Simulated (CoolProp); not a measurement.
Model: reference Helmholtz-energy equation of state, Thol 2016, in CoolProp.

**Question.** Give the vapour pressure (kPa), liquid density (kg/m³), vapour density (kg/m³), enthalpy of vaporisation (kJ/kg) of saturated R1234ze(E) at 281.1, 312.1 K.

**Answer.** 
| T (K) | p (kPa) | liquid density (kg/m³) | vapour density (kg/m³) | enthalpy of vaporisation (kJ/kg) |
|---|---|---|---|---|
| 281.1 | 287 | 1220 | 15.4 | 179 |
| 312.1 | 745 | 1120 | 39.5 | 156 |
